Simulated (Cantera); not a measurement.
A closed system holds: 1 mol B2O3, 6.9 mol O2, 31 mol N2, at 1775 °C and 133 Pa.

Method: chemical equilibrium by Gibbs-energy minimisation in Cantera with the NASA 1993 tables (ideal gas, pure condensed phases). Candidate condensed phases: B, BN, B2O3; 17 gas species. Equilibrium is a limit: real reactors are often held back by kinetics, nucleation or transport.

Base state: N2 0.785, O2 0.162, BO2 0.0183, B2O3 0.0161, O 0.0106, NO 0.00764, BO 0.000352 (mole fractions); condensed: gas only.

Q: What changes in the equilibrium state with this change: B2O3 replaced by BCl3?

A: 
| species | before | after |
|---|---|---|
| N2 | 0.785 | 0.753 |
| O2 | 0.162 | 0.139 |
| Cl | 0 | 0.0728 |
| B2O3 | 0.0161 | 0.00637 |
| BO2 | 0.0183 | 0.0110 |
| O | 0.0106 | 0.00980 |
| BOCl | 0 | 0.000393 |
| ClO | 0 | 1.44e-5 |
| BO | 0.000352 | 0.000230 |
| NO | 0.00764 | 0.00693 |
The tables' values for BOCl are old estimates; treat these amounts as uncertain.
